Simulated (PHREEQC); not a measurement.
1 kg of water holding 0.12 mol NaOH and 0.18 mol Na2CO3 meets 20 L of dry gas (CO2 0.6, CH4 0.18, H2S 0.22 by moles) at fixed total pressure, at 50 °C; fugacities by Peng-Robinson. The gases take part in no redox reaction, some water evaporates into the gas, and hydrates or a liquid gas phase aren't modelled. No solid was allowed to form.

Model: ion-association model, phreeqc.dat, run in PHREEQC.

```tsv
P (atm)	dissolved CO2 (all carbonate carbon) (mol/kgw)	φ of CO2	p of CO2 (atm)	dissolved CH4 (mol/kgw)	φ of CH4	p of CH4 (atm)	dissolved H2S (mol/kgw)	pH
1	0.378	0.996	0.490	0.000257	0.999	0.259	0.0985	7.66
2	[?]	0.991	1.11	0.000425	0.998	0.430	0.122	7.31
3	[?]	0.987	1.72	0.000602	0.996	0.611	0.138	7.12
5	0.412	0.978	2.93	0.000957	0.994	0.976	0.162	6.90
7.5	[?]	0.968	4.44	0.00140	0.991	1.43	0.188	6.72
10	[?]	0.957	5.95	0.00183	0.988	1.89	0.213	6.60
15	0.507	0.936	8.95	0.00269	0.982	2.81	0.257	6.44
```

**Question.** Fill in the missing entries.

**Answer.** 
- 2, dissolved CO2 (all carbonate carbon) (mol/kgw): 0.385
- 3, dissolved CO2 (all carbonate carbon) (mol/kgw): 0.394
- 7.5, dissolved CO2 (all carbonate carbon) (mol/kgw): 0.436
- 10, dissolved CO2 (all carbonate carbon) (mol/kgw): 0.460

Constants without temperature data keep their 25 °C values here.
